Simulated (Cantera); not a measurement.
Charge: 1 mol NaCl, 24 mol H2, held at 0.150 bar.

These are equilibrium values from Cantera (NASA tables, ideal gas, pure condensed phases), not measurements of a reactor. Candidate condensed phases: Na, NaCl; 10 gas species. Equilibrium is a limit: real reactors are often held back by kinetics, nucleation or transport.

Task: What share of the Na ends up in condensed phases as a function of T (°C), at 375, 450, 525, 600, 675, 750, 825, 900, 975, 1050?

Result: 
```
T (°C)  Na condensed (%)       as
------  ----------------  -------
375                100.0  NaCl(s)
450                100.0  NaCl(s)
525                100.0  NaCl(s)
600                100.0  NaCl(s)
675                 99.6  NaCl(s)
750                 96.8  NaCl(s)
825                 82.6  NaCl(l)
900                 38.8  NaCl(l)
975                  0.0        -
1050                 0.0        -
```
